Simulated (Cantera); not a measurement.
Cantera run, input and output.

```python
import numpy as np
import cantera as ct

gas = ct.Solution("gri30.yaml")
gas.TPX = 575, 13332, {'CH4': 0.76, 'H2': 0.95, 'O2': 2.06, 'N2': 7.22}
flame = ct.FreeFlame(gas, width=0.16)
flame.set_refine_criteria(ratio=3, slope=0.08, curve=0.16)
flame.transport_model = "mixture-averaged"
flame.solve(loglevel=0, auto=True)
z, T = flame.grid, flame.T
thick = (T[-1] - T[0]) / np.gradient(T, z).max()
show = ['CH4', 'H2', 'O2', 'NO2', 'HCN', 'HO2']
print(f"laminar burning velocity  {flame.velocity[0] * 100:.3f} cm/s")
print(f"burnt temperature         {T[-1]:.1f} K")
print(f"thermal thickness         {thick * 1e3:.4f} mm")
print(f"grid points               {len(z)}")
z0 = z[flame.heat_release_rate.argmax()]
print(f"{'z/mm':>9s}{'T/K':>9s}{'u/(m/s)':>9s}" + "".join(f"{s:>11s}" for s in show))
rows = []
for k in (-3, -2, -1.5, -1, -0.5, -0.25, 0, 0.25, 0.5, 1, 2, 4, 8):
    zz = z0 + k * thick
    rows.append([k * thick, np.interp(zz, z, T), np.interp(zz, z, flame.velocity),
                 *(np.interp(zz, z, flame.X[gas.species_index(s)]) for s in show)])
    print(f"{rows[-1][0] * 1e3:9.3f}{rows[-1][1]:9.1f}{rows[-1][2]:9.3f}" + "".join(f"{x:11.3e}" for x in rows[-1][3:]))
```

Output:

```
laminar burning velocity  310.366 cm/s
burnt temperature         2344.3 K
thermal thickness         1.6592 mm
grid points               194
     z/mm      T/K  u/(m/s)        CH4         H2         O2        NO2        HCN        HO2
   -4.977    575.0    3.104  6.916e-02  8.639e-02  1.875e-01  1.287e-14 -1.067e-14  4.742e-07
   -3.318    575.2    3.104  6.918e-02  8.611e-02  1.875e-01  4.772e-14  5.719e-14  1.019e-05
   -2.489    577.1    3.112  6.920e-02  8.540e-02  1.876e-01  6.902e-13  2.903e-12  3.512e-05
   -1.659    598.9    3.224  6.895e-02  8.288e-02  1.872e-01  9.500e-12  3.708e-10  5.834e-05
   -0.830    802.5    4.321  6.161e-02  7.545e-02  1.775e-01  3.174e-11  3.483e-08  4.111e-05
   -0.415   1146.3    6.218  4.084e-02  6.877e-02  1.488e-01  1.137e-10  2.280e-07  8.367e-05
    0.000   1555.4    8.532  1.255e-02  5.683e-02  9.849e-02  2.099e-10  8.448e-07  1.011e-04
    0.415   1745.7    9.637  1.535e-03  4.048e-02  6.090e-02  8.894e-11  1.079e-06  1.919e-05
    0.830   1788.2    9.881  1.032e-04  3.041e-02  4.446e-02  7.409e-11  6.316e-07  3.583e-06
    1.659   1813.5    9.995  3.799e-07  2.630e-02  3.585e-02  9.430e-11  1.356e-07  2.194e-06
    3.318   1843.6   10.121  8.271e-11  2.674e-02  3.282e-02  1.218e-10  7.929e-09  1.944e-06
    6.637   1885.2   10.311  3.231e-16  2.660e-02  3.121e-02  1.810e-10  6.437e-11  1.754e-06
   13.273   1945.2   10.590  2.490e-17  2.541e-02  2.976e-02  3.204e-10  3.805e-13  1.549e-06
```

Cantera simulation using GRI-Mech 3.0 (53 species, 325 reactions); the numbers are that mechanism's predictions, not measurements. Burning velocities carry a grid error of a few per cent, more on coarse grids.
